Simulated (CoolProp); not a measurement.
A single-stage vapour-compression cycle with trans-2-butene: evaporating at 307.15 K (dew point), condensing at 349.15 K (bubble point), superheat 2 K, subcooling 5 K, compressor efficiency 0.6, no pressure losses. Each further row changes one setting.

Model: reference Helmholtz-energy equation of state, Lemmon 2005, in CoolProp. It is a short technical equation, of lower accuracy than the large ones.

```
case                              cooling COP  pressure ratio  discharge temperature (K)  refrigerating effect (kJ/kg)  volumetric capacity (kJ/m³)
--------------------------------  -----------  --------------  -------------------------  ----------------------------  ---------------------------
as stated                                 ___            2.95                      362.6                           283                         2080
evaporating temperature 312.15 K         4.38            2.55                        ___                           ___                         2450
condensing temperature 344.15 K          4.34             ___                        ___                           296                         2180
subcooling 10 K                          3.89            2.95                      362.6                           296                         2180
superheat 12 K                           3.77            2.95                      372.8                           301                          ___
compressor efficiency 0.5                 ___            2.95                      369.9                           283                         2080
```

Question: Complete the blanks.

Answer: 
- as stated, cooling COP: 3.72
- evaporating temperature 312.15 K, discharge temperature (K): 360.8
- evaporating temperature 312.15 K, refrigerating effect (kJ/kg): 289
- condensing temperature 344.15 K, pressure ratio: 2.63
- condensing temperature 344.15 K, discharge temperature (K): 356.8
- superheat 12 K, volumetric capacity (kJ/m³): 2120
- compressor efficiency 0.5, cooling COP: 3.10
